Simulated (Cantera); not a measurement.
## Thermodynamics of silicon nitride deposition, feed SiCl₄ + NH₃ + N₂

Feed: 1 mol SiCl₄, 0.69 mol NH₃, 19 mol N₂, equilibrated at 777 °C and 0.0133 bar.

These are equilibrium values from Cantera (NASA tables, ideal gas, pure condensed phases), not measurements of a reactor. Candidate condensed phases: NH₄Cl, Si, Si₃N₄; 28 gas species. The tables' values for SiCl₃ are old estimates; treat these amounts as uncertain. Rates play no part.

```
Quantity                             Result
--------------------------------  ---------
x(N₂)                                 0.886
x(HCl)                               0.0776
x(SiCl₄)                             0.0270
x(H₂)                               0.00927
x(SiCl₃)                            9.65e-5
x(SiHCl₃)                           3.35e-5
x(SiCl₂)                            6.26e-6
n(Si₃N₄(s))                       0.139 mol
gas amount                        21.52 mol
log10 activity of Si(s) (absent)      -5.29
```
